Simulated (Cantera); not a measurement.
Feed: 1 mol S, 0.034 mol SO2, at 110 bar.

Cantera equilibrium calculation (NASA polynomials, part measured and part estimated; ideal gas, pure solids and liquids). Candidate condensed phases: S; 10 gas species. The ideal-gas law is rough above about 30 bar. Gases not in the tables: S3 to S7. Equilibrium is a limit: real reactors are often held back by kinetics, nucleation or transport. All values below are at 977 °C.

Base state: S2 0.536, SO2 0.382, S2O 0.0666, S8 0.0150, SO 0.000200 (mole fractions); condensed: S(l).

What changes in the equilibrium state with this change: 0.00045 mol H2S added?


```tsv
species	before	after
S2	0.536	0.536
SO2	0.382	0.377
S2O	0.0666	0.0662
H2O	0	0.00303
H2S	0	0.00238
S8	0.0150	0.0150
H2	0	2.00e-5
SH	0	1.61e-5
SO	0.000200	0.000199
S(l), mol	0.894	0.894
```
Further candidate phases: H2O, H2SO4.
